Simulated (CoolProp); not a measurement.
Ammonia along the isotherm 578.7 K: Z from the reference equation and from simpler models built on Tc = 405.6 K, pc = 11360 kPa, ω = 0.256; each cubic takes its own stable root.

The numbers come from the reference Helmholtz-energy equation of state, Gao 2020 in CoolProp.

```
p (kPa)          phase  reference
-------  -------------  ---------
11100              gas     0.9055
22200    supercritical     0.8199
33300    supercritical     0.7584
44400    supercritical     0.7338
55600    supercritical     0.7438
66700    supercritical     0.7756
77800    supercritical     0.8191
88900    supercritical     0.8689
100000   supercritical     0.9220
```

### Question
How far does each simpler model (van der Waals, Redlich-Kwong, Soave-Redlich-Kwong, Peng-Robinson) lie from the reference over these 9 states: mean and median of the absolute difference, and the worst?

### Answer
- van der Waals: mean 15.5 %, median 12.6 %, worst +32.4 % at 578.7 K and 100000 kPa
- Redlich-Kwong: mean 7.6 %, median 8.2 %, worst +14.3 % at 578.7 K and 100000 kPa
- Soave-Redlich-Kwong: mean 16.7 %, median 21.1 %, worst +22.8 % at 578.7 K and 77800 kPa
- Peng-Robinson: mean 9.8 %, median 13.1 %, worst +14.1 % at 578.7 K and 66700 kPa
